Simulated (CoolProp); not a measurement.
A closed Brayton cycle with dry air: compressor inlet 330.15 K and 0.3 MPa, high pressure 0.78 MPa, turbine inlet 655 K, compressor efficiency 0.89, turbine efficiency 0.93, recuperator effectiveness 0 (on enthalpy, no pinch check). Each further row changes one setting.

The numbers come from the reference Helmholtz-energy equation of state, Lemmon 2000 in CoolProp. It is a pseudo-pure fit of the blend.

```csv
case,thermal efficiency (%),net work (kJ/kg),compressor to turbine work,compressor exit (K),turbine exit (K)
as stated,…,30.3,0.79,445.8,514.5
turbine inlet 605 K,11.4,…,0.86,445.8,474.1
compressor inlet 340.15 K,13.1,26.8,0.82,459.1,514.5
high pressure 0.663 MPa,…,…,…,…,536.2
recuperator effectiveness 0.5,…,30.3,0.79,445.8,514.5
```

### Question
Complete the blanks.

### Answer

- as stated, thermal efficiency (%): 13.9
- turbine inlet 605 K, net work (kJ/kg): 18.9
- high pressure 0.663 MPa, thermal efficiency (%): 12.5
- high pressure 0.663 MPa, net work (kJ/kg): 30.1
- high pressure 0.663 MPa, compressor to turbine work: 0.76
- high pressure 0.663 MPa, compressor exit (K): 424.0
- recuperator effectiveness 0.5, thermal efficiency (%): 16.6
